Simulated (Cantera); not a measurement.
A freely propagating, adiabatic, planar premixed flame of CH4 : O2 : N2 = 1 : 2.33 : 10.9 (molar parts), equivalence ratio 0.86, unburnt at 575 K and 3150 Torr; mixture-averaged transport, grid criteria slope 0.08 and curve 0.16, no radiation.

Computed with Cantera and GRI-Mech 3.0 (53 species, 325 reactions). Burning velocities carry a grid error of a few per cent, more on coarse grids.

### Question
What does this change do: inlet temperature 575 to 375 K?

### Answer
| quantity | before | after |
|---|---|---|
| laminar burning velocity | 37.5 cm/s | 13.3 cm/s |
| thermal thickness | 0.183 mm | 0.283 mm |
| peak x(CH3) | 0.000882 | 0.000546 |
| peak x(O) | 0.00132 | 0.000702 |
| peak x(CO) | 0.0248 | 0.0187 |
| peak x(CH2CO) | 0.000119 | 0.000102 |
